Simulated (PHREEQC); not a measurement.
## Spent oxide etchant: speciation

A solution holds 0.1 mol HF, 0.001 mol H2SiF6 and 0.0059 mol HCl per kg of water, at 5 °C. Closed to the air; pH follows from the charge balance.

Computed with PHREEQC (ion-association model, phreeqc.dat).

Each row changes one thing in this solution. This is a speciation only: nothing precipitates in the calculation.

```
case                                          pH  ionic strength (mol/kgw)  HF (mol/kgw)  F- (mol/kgw)  HF2- (mol/kgw)
------------------------------------------  ----  ------------------------  ------------  ------------  --------------
as made                                     1.83                    0.0173        0.0897       0.00659         0.00184
HF left out                                 2.16                   0.00826       0.00149      0.000222         1.03e-6
H2SiF6 replaced by KF at the same molality  1.89                    0.0154        0.0895       0.00739         0.00206
temperature from 5 to 90 °C                 2.02                    0.0118        0.0963       0.00207        0.000823
HCl from 0.0059 to 0.00118 mol/kgw          1.92                    0.0142        0.0879       0.00784         0.00215
```

Some of these states are supersaturated (in Quartz (slow to form), Chalcedony (slow to form), for instance). At this temperature some constants are extrapolated from 25 °C, and those without enthalpy data are left unchanged. SiF6-2 is the database's only silicon fluoride.
